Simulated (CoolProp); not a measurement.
Model: reference Helmholtz-energy equation of state, Lemmon 2006, in CoolProp. It is a short technical equation, of lower accuracy than the large ones.

Question: Give the vapour pressure (MPa), liquid density (kg/m³), vapour density (kg/m³), liquid cp (kJ/(kg K)) of saturated neopentane at 340.1, 345.4 K.

Answer: 
```tsv
T (K)	p (MPa)	liquid density (kg/m³)	vapour density (kg/m³)	liquid cp (kJ/(kg K))
340.1	0.546	534	16.3	2.59
345.4	0.618	527	18.5	2.63
```
